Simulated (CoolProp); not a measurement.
Values from CoolProp's reference Helmholtz-energy equation of state, Smukala 2000.

For ethylene, give the phase and the cp (kJ/(kg K)), Joule-Thomson coefficient (K/MPa) at 13.35 °C and 0.124 bar; 13.35 °C and 0.193 bar.


- 13.35 °C and 0.124 bar: gas; cp 1.49, Joule-Thomson coefficient 11.2
- 13.35 °C and 0.193 bar: gas; cp 1.49, Joule-Thomson coefficient 11.2
